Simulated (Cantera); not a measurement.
A freely propagating, adiabatic, planar premixed flame of H2 : O2 : N2 : H2O = 1 : 1 : 3.76 : 1 (molar parts), unburnt at 675 K and 140000 Pa; unity-Lewis-number transport, grid criteria slope 0.08 and curve 0.16, no radiation.

Detailed kinetics in Cantera: the H2/O2 subset of GRI-Mech 3.0, which has no nitrogen chemistry. Unity Lewis numbers drop preferential diffusion, which matters most where H2 and H carry the flame. Burning velocities carry a grid error of a few per cent, more on coarse grids. Lean hydrogen flames are cellular in practice and burn faster than this planar one.

x: mole fraction of selected species; z is measured from the peak of heat release.

```
z (mm)   T (K)  u (m/s)      x H2    x O2  x H2O     x HO2      x OH   x H2O2
-------  -----  -------  --------  ------  -----  --------  --------  -------
-0.623     675     2.42     0.148   0.148  0.148   5.42e-7     <1e-8  6.33e-8
-0.415     676     2.42     0.148   0.148  0.148         ?     <1e-8        ?
-0.312     679     2.43     0.147   0.148  0.148         ?     <1e-8        ?
-0.208     695     2.49     0.145   0.147  0.151   5.32e-5   4.89e-8  5.57e-6
-0.104     833     2.95     0.128   0.139  0.171  0.000325   5.41e-5  2.57e-5
-0.0519   1049     3.66    0.0969   0.124  0.205  0.000296  0.000642  2.54e-5
0         1300     4.46    0.0514   0.103  0.253  0.000174   0.00292  1.21e-5
0.0519    1467     4.97    0.0219  0.0874  0.284  0.000113   0.00587  6.47e-6
0.104     1557     5.23    0.0114  0.0819  0.297   8.33e-5   0.00697  4.15e-6
0.208     1638     5.47   0.00540  0.0796  0.307   5.24e-5   0.00641  2.27e-6
0.415     1690     5.62   0.00225  0.0792  0.314   2.60e-5   0.00459  1.19e-6
0.831     1716     5.70  0.000771  0.0793  0.317   1.02e-5   0.00284  6.05e-7
1.66      1726     5.73  0.000251  0.0795  0.318   3.71e-6   0.00168  2.97e-7
```

**Question.** Some entries are withheld; supply them.

**Answer.** 
- -0.415, x HO2: 3.01e-6
- -0.415, x H2O2: 3.49e-7
- -0.312, x HO2: 1.03e-5
- -0.312, x H2O2: 1.17e-6
